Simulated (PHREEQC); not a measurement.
PHREEQC input (ion-association model, phreeqc.dat):

```
SOLUTION_SPECIES
  CO3-2 + 10 H+ + 8 e- = CH4 + 3 H2O  # shut off: no methane
    -log_k -100
    -delta_h 0
    -analytic -100
SOLUTION 1
  temp 25
  units mol/kgw
  pH 7 charge
END
SELECTED_OUTPUT 1
  -reset false
  -pH true
  -pe true
  -ionic_strength true
  -water true
  -totals C C(-4) C(4) Mtg Sg
  -molalities H+ CO3-2 OH- HCO3- CO2 (CO2)2
USER_PUNCH 1
  -headings p_CO2(g) phi_CO2(g) p_Mtg(g) phi_Mtg(g) p_H2Sg(g) phi_H2Sg(g) p_H2O(g) phi_H2O(g) density
  10 PUNCH PR_P("CO2(g)"), PR_PHI("CO2(g)"), PR_P("Mtg(g)"), PR_PHI("Mtg(g)"), PR_P("H2Sg(g)"), PR_PHI("H2Sg(g)"), PR_P("H2O(g)"), PR_PHI("H2O(g)"), RHO
PRINT
  -reset false
USE solution 1
REACTION_TEMPERATURE 1
  25
GAS_PHASE 1
  -fixed_pressure
  -pressure 1
  -temperature 25
  -volume 20
  CO2(g) 0.54
  Mtg(g) 0.28
  H2Sg(g) 0.18
  H2O(g) 0
END
# ... the last block is repeated for the other 6 points of P (atm)
```

Selected output (columns that matter, 7 of 7 rows; P (atm) added in front):

```
P (atm)	pH	mu	C	Mtg	Sg	p_CO2(g)	phi_CO2(g)	p_Mtg(g)	phi_Mtg(g)	p_H2Sg(g)	phi_H2Sg(g)	p_H2O(g)	phi_H2O(g)	density
1	4.0107	9.8674e-05	0.017782	0.00044396	0.014476	0.52275	0.99445	0.28182	0.99825	0.16376	0.99233	0.031665	0.99165	0.9972
2	3.8582	0.0001405	0.035864	0.00089951	0.02914	1.0624	0.98896	0.57284	0.99637	0.33281	0.98475	0.031924	0.98378	0.99739
3	3.7704	0.0001722	0.053708	0.0013517	0.043559	1.6021	0.98348	0.86358	0.99451	0.50218	0.9772	0.032186	0.97594	0.99759
5	3.6614	0.00022173	0.088701	0.0022462	0.07167	2.6812	0.97257	1.4442	0.99085	0.84185	0.96218	0.032722	0.96033	0.99798
7.5	3.5766	0.00027004	0.13116	0.0033463	0.10546	4.03	0.95902	2.1684	0.98637	1.2682	0.94356	0.033414	0.94094	0.99844
10	3.5175	0.00030977	0.1722	0.004427	0.13777	5.3787	0.94557	2.8909	0.98201	1.6963	0.9251	0.034132	0.92168	0.9989
15	3.4365	0.00037393	0.25012	0.0065328	0.19804	8.0754	0.91892	4.331	0.97368	2.5579	0.88864	0.035651	0.88354	0.99977
```

Complexes and solids missing from the database can't appear.
